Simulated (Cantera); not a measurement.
A perfectly stirred reactor is fed with H2 : O2 : N2 = 1.2 : 1 : 12 (molar parts), equivalence ratio 0.60, at 210 Torr; it is held at 1200 K, and followed from long to short residence time.

Computed with Cantera and GRI-Mech 3.0 (53 species, 325 reactions). The temperature is held fixed by assumption; the heat of reaction is taken as removed at once.

**Question.** Predict: x(H2) at τ = 13.0 s; x(O2) at τ = 13.0 s; x(OH) at τ = 13.0 s; x(H) at τ = 13.0 s; x(H2O2) at τ = 13.0 s; x(H2) at τ = 0.140 s; x(O2) at τ = 0.140 s; x(OH) at τ = 0.140 s; x(H) at τ = 0.140 s; x(H2O2) at τ = 0.140 s.

**Answer.** 
| Quantity | Value |
|---|---|
| x(H2) at τ = 13.0 s | 2.95e-5 |
| x(O2) at τ = 13.0 s | 0.0294 |
| x(OH) at τ = 13.0 s | 7.57e-5 |
| x(H) at τ = 13.0 s | 1.70e-6 |
| x(H2O2) at τ = 13.0 s | 9.70e-8 |
| x(H2) at τ = 0.140 s | 0.000580 |
| x(O2) at τ = 0.140 s | 0.0295 |
| x(OH) at τ = 0.140 s | 0.000347 |
| x(H) at τ = 0.140 s | 0.000157 |
| x(H2O2) at τ = 0.140 s | 5.74e-7 |
